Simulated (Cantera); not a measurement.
Input: 1 mol Si(CH3)4, 0.017 mol HCl, 290 mol H2, equilibrated at 2223 K and 1000 Pa.

Equilibrium computed with Cantera from the NASA thermochemical tables; the gas is ideal and each condensed phase is pure. Candidate condensed phases: C, C6H6, C7H8, C8H18, Si, SiC; 109 gas species. Gases not in the tables: Si2H6 and higher silanes. Rates play no part.

Base state: H2 0.932, H 0.0618, C2H2 (acetylene) 0.00271, Si 0.00268, SiC2 0.000281, SiH 0.000109, Si2C 8.60e-5, HCl 5.28e-5 (mole fractions); condensed: C(graphite).

Problem. What changes in the equilibrium state with this change: temperature from 2223 K to 1400 K?

Solution. 
```
species             before    after
----------------  --------  -------
H2                   0.932    1.000
HCl                5.28e-5  5.74e-5
H                   0.0618  4.86e-5
C2H2 (acetylene)   0.00271  2.52e-6
SiH2               1.80e-5  1.81e-9
Si                 0.00268    <1e-9
SiC2              0.000281    <1e-9
SiH               0.000109    <1e-9
Si2C               8.60e-5    <1e-9
C(graphite), mol      2.13     2.99
SiC(s), mol              0    1.000
```
